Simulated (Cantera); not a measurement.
An adiabatic, constant-volume homogeneous reactor starts with H₂ : O₂ : N₂ = 1 : 1.61 : 6.06 (molar parts), at 1098 K and 1.97 atm. Integrator tolerance rtol = 1e-08.

Computed with Cantera and the H2/O2 subset of GRI-Mech 3.0, which has no nitrogen chemistry.

### Question
What does this change do: pressure from 1.97 atm to 1.00 atm?

### Answer
```json
[
 {"quantity": "time of steepest temperature rise", "before": "70.1 µs", "after": "0.101 ms"},
 {"quantity": "temperature at 0.800 s", "before": "2126 K", "after": "2122 K"},
 {"quantity": "equilibrium temperature", "before": "2126 K", "after": "2122 K"},
 {"quantity": "x(H₂) at 0.800 s", "before": "0.000122 (gas-phase equilibrium 0.000122)", "after": "0.000167 (gas-phase equilibrium 0.000167)"},
 {"quantity": "x(O₂) at 0.800 s", "before": "0.135 (gas-phase equilibrium 0.135)", "after": "0.135 (gas-phase equilibrium 0.135)"},
 {"quantity": "x(OH) at 0.800 s", "before": "0.00260 (gas-phase equilibrium 0.00260)", "after": "0.00303 (gas-phase equilibrium 0.00303)"},
 {"quantity": "x(H₂O₂) at 0.800 s", "before": "2.33e-7 (gas-phase equilibrium 2.33e-7)", "after": "1.64e-7 (gas-phase equilibrium 1.64e-7)"},
 {"quantity": "x(O) at 0.800 s", "before": "0.000320 (gas-phase equilibrium 0.000320)", "after": "0.000439 (gas-phase equilibrium 0.000439)"},
 {"quantity": "x(H) at 0.800 s", "before": "2.12e-5 (gas-phase equilibrium 2.12e-5)", "after": "3.41e-5 (gas-phase equilibrium 3.41e-5)"},
 {"quantity": "x(HO₂) at 0.800 s", "before": "4.98e-6 (gas-phase equilibrium 4.98e-6)", "after": "4.13e-6 (gas-phase equilibrium 4.13e-6)"}
]
```

### Question
What does this change do: H2 1 to 2.9 parts?

### Answer
| quantity | before | after |
|---|---|---|
| time of steepest temperature rise | 70.1 µs | 61.0 µs |
| temperature at 0.800 s | 2126 K | 2952 K |
| equilibrium temperature | 2126 K | 2952 K |
| x(H₂) at 0.800 s | 0.000122 (gas-phase equilibrium 0.000122) | 0.0294 (gas-phase equilibrium 0.0294) |
| x(O₂) at 0.800 s | 0.135 (gas-phase equilibrium 0.135) | 0.0234 (gas-phase equilibrium 0.0234) |
| x(OH) at 0.800 s | 0.00260 (gas-phase equilibrium 0.00260) | 0.0300 (gas-phase equilibrium 0.0300) |
| x(H₂O₂) at 0.800 s | 2.33e-7 (gas-phase equilibrium 2.33e-7) | 1.39e-6 (gas-phase equilibrium 1.39e-6) |
| x(O) at 0.800 s | 0.000320 (gas-phase equilibrium 0.000320) | 0.00673 (gas-phase equilibrium 0.00673) |
| x(H) at 0.800 s | 2.12e-5 (gas-phase equilibrium 2.12e-5) | 0.0107 (gas-phase equilibrium 0.0107) |
| x(HO₂) at 0.800 s | 4.98e-6 (gas-phase equilibrium 4.98e-6) | 1.78e-5 (gas-phase equilibrium 1.78e-5) |
